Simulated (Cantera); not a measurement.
A closed system holds: 1 mol CHF3, a varied amount of Si, equilibrated at 1175 K and 6.98 Torr.

Equilibrium computed with Cantera from the NASA thermochemical tables; the gas is ideal and each condensed phase is pure. Candidate condensed phases: C, C6H6, C7H8, C8H18, Si, SiC; 113 gas species. Gases not in the tables: C2F6 and larger saturated fluorocarbons. The numbers say what is thermodynamically allowed, not how fast it happens.

Task: Which condensed phases are stable at each of these points (n(Si) (mol)): 0.07, 0.094, 0.13, 0.17, 0.23, 0.31, 0.42, 0.57, 0.77, 1, 1.4?

Result: 
```csv
n(Si) (mol),condensed phases,Si condensed (%)
0.07,C(graphite),0.0
0.094,C(graphite),0.0
0.13,C(graphite),0.0
0.17,C(graphite),0.0
0.23,C(graphite),0.0
0.31,C(graphite),0.0
0.42,C(graphite),0.0
0.57,C(graphite),0.0
0.77,C(graphite) + SiC(s),2.5
1,C(graphite) + SiC(s),24.9
1.4,C(graphite) + SiC(s),46.4
```

From 0.07 mol Si to 0.57 mol Si the condensed part is C(graphite). From 0.77 mol Si to 1.4 mol Si the condensed part is C(graphite) + SiC(s).
